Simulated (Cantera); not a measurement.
Input (Python, Cantera) and output of one run.

```python
import numpy as np
import cantera as ct

gas_names = """
    AL ALI ALI3 ALN AL2 AL2I6 I I2 N N2
""".split()
cond_names = """
    AL(cr) AL(L) ALI3(s) ALI3(L) ALN(s) I2(cr) I2(L)
""".split()


# ... load() reads the species with a 1 bar reference pressure and builds the phases ...
atoms = {
    'AlN': {'AL': 1, 'N': 1},
    'I2': {'I': 2},
}
top_T = {'ALN(s)': 2750}  # K; cautious upper limits of use, not melting points


# ... equilibrate(T, P, feed) seeds the gas with the atoms and calls Mixture.equilibrate('TP', solver="vcs", rtol=1e-11, max_steps=5000) ...
results = []
feed = {'AlN': 1, 'I2': 0.23}  # mol
P = 1333.22  # Pa
for T in [1173, 1223, 1273, 1323, 1373, 1423, 1473, 1523]:
    mix = equilibrate(T, P, feed)
    results.append((T, P, feed, dict(zip(mix.species_names, mix.species_moles))))
    x = sorted(zip(gas.X, gas.species_names), reverse=True)
    print(f"T = {T:g} K  P = {P:g} Pa  gas = {mix.phase_moles(0):.4g} mol")
    print("   x: " + "  ".join(f"{s} {v:.3e}" for v, s in x if v > 0.0001))
    print("   condensed (mol): " + ("  ".join(f"{mix.phase(i).name} {mix.phase_moles(i):.4g}"
          for i in range(1, mix.n_phases) if mix.phase_moles(i) > 1e-12) or "none"))
```

Result:

```
T = 1173 K  P = 1333.22 Pa  gas = 0.2731 mol
   x: ALI3 4.374e-01  I 3.158e-01  N2 2.187e-01  I2 2.802e-02
   condensed (mol): ALN(s) 0.8805
T = 1223 K  P = 1333.22 Pa  gas = 0.2867 mol
   x: I 3.955e-01  ALI3 3.876e-01  N2 1.938e-01  I2 2.299e-02  ALI 1.336e-04
   condensed (mol): ALN(s) 0.8888
T = 1273 K  P = 1333.22 Pa  gas = 0.3025 mol
   x: I 4.786e-01  ALI3 3.348e-01  N2 1.676e-01  I2 1.853e-02  ALI 4.887e-04
   condensed (mol): ALN(s) 0.8986
T = 1323 K  P = 1333.22 Pa  gas = 0.3203 mol
   x: I 5.608e-01  ALI3 2.814e-01  N2 1.415e-01  I2 1.464e-02  ALI 1.615e-03
   condensed (mol): ALN(s) 0.9093
T = 1373 K  P = 1333.22 Pa  gas = 0.34 mol
   x: I 6.373e-01  ALI3 2.294e-01  N2 1.171e-01  I2 1.132e-02  ALI 4.866e-03
   condensed (mol): ALN(s) 0.9204
T = 1423 K  P = 1333.22 Pa  gas = 0.362 mol
   x: I 7.025e-01  ALI3 1.793e-01  N2 9.631e-02  ALI 1.338e-02  I2 8.529e-03
   condensed (mol): ALN(s) 0.9303
T = 1473 K  P = 1333.22 Pa  gas = 0.3882 mol
   x: I 7.490e-01  ALI3 1.301e-01  N2 8.160e-02  ALI 3.308e-02  I2 6.210e-03
   condensed (mol): ALN(s) 0.9366
T = 1523 K  P = 1333.22 Pa  gas = 0.4211 mol
   x: I 7.661e-01  ALI3 8.229e-02  N2 7.654e-02  ALI 7.080e-02  I2 4.283e-03
   condensed (mol): ALN(s) 0.9355
```

Method: chemical equilibrium by Gibbs-energy minimisation in Cantera with the NASA 1993 tables (ideal gas, pure condensed phases).
